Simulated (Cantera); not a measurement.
A perfectly stirred reactor is fed with N₂O : O₂ = 1 : 0.19 (molar parts), at 6.98 Torr; it is held at 1475 K, and followed from long to short residence time.

Computed with Cantera and GRI-Mech 3.0 (53 species, 325 reactions). GRI-Mech 3.0 was tuned for natural gas; its chemistry of N2O as a main component is partial and can be far from experiment. Radical loss at walls, strong at low pressure, is not modelled. The temperature is held fixed by assumption; the heat of reaction is taken as removed at once.

```
quantity                before     after
---------------------  -------  --------
x(N₂O) at τ = 20.0 s    0.0699     0.823
x(O₂) at τ = 20.0 s      0.324     0.164
x(NO) at τ = 20.0 s      0.126  0.000812
x(O) at τ = 20.0 s     5.53e-5   3.32e-7
x(NO₂) at τ = 20.0 s   3.40e-5   1.24e-7
x(N₂O) at τ = 0.220 s    0.749     0.840
x(O₂) at τ = 0.220 s     0.179     0.160
x(NO) at τ = 0.220 s    0.0151   9.07e-6
x(O) at τ = 0.220 s    5.62e-5   3.31e-7
x(NO₂) at τ = 0.220 s  2.13e-6  5.74e-11
```

Task: What was changed between the two runs?
A) pressure from 6.98 Torr to 2.00 bar
B) temperature 1475 to 1100 K
C) pressure from 6.98 Torr to 1.20 bar
D) O2 0.19 to 0.02 parts

Result: B, temperature 1475 to 1100 K
